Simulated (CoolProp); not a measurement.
A single-stage vapour-compression cycle with the fluid: evaporating at 219.15 K (dew point), condensing at 281.15 K (bubble point), superheat 0 K, subcooling 5 K, compressor efficiency 0.8, no pressure losses. The same conditions are run with several fluids, on thermodynamics alone (safety and materials aside).

The numbers come from the reference Helmholtz-energy equation of state of each fluid (ammonia: Gao 2020; ethane: Bücker 2006; R125: Lemmon 2005; R22: Kamei 1995; vinyl chloride: Thol 2022; R13: Platzer 1990) in CoolProp. The equations of Platzer and Polt are older, rougher fits.

### Question
Rank ammonia, ethane, R125, R22, vinyl chloride, R13 by cooling COP, highest first.

### Answer
vinyl chloride (2.32), R22 (2.27), ammonia (2.15), R125 (2.07), ethane (1.92), R13 (1.83)

```
fluid           pressure ratio  discharge temperature (K)  refrigerating effect (kJ/kg)  volumetric capacity (kJ/m³)
--------------  --------------  -------------------------  ----------------------------  ---------------------------
ammonia                   17.9                      470.3                          1170                          355
ethane                    6.05                      325.1                           267                         2330
R125                      11.4                      298.3                           100                          514
R22                       12.3                      350.5                           178                          452
vinyl chloride            16.9                      375.1                           303                          142
R13                       6.71                      309.9                          73.8                         1680
```
